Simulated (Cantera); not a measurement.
A closed system holds: 1 mol NiS, 3.4 mol H2, held at 1.00 bar.

Cantera equilibrium calculation (NASA polynomials, part measured and part estimated; ideal gas, pure solids and liquids). Candidate condensed phases: Ni, NiS, NiS2, Ni3S2, Ni3S4, S; 9 gas species. Equilibrium is a limit: real reactors are often held back by kinetics, nucleation or transport. All values below are at 1048 K.

Base state: H2 0.902, H2S 0.0980 (mole fractions); condensed: Ni3S2(s).

Q: What changes in the equilibrium state with this change: H2 from 3.4 to 0.43 mol?

A: 
```
species         before    after
-------------  -------  -------
H2S             0.0980    0.771
H2               0.902    0.228
S2             1.73e-6  0.00167
SH             1.54e-6  2.41e-5
Ni3S2(s), mol    0.333    0.333
```
Gases not in the tables: S3 to S7.
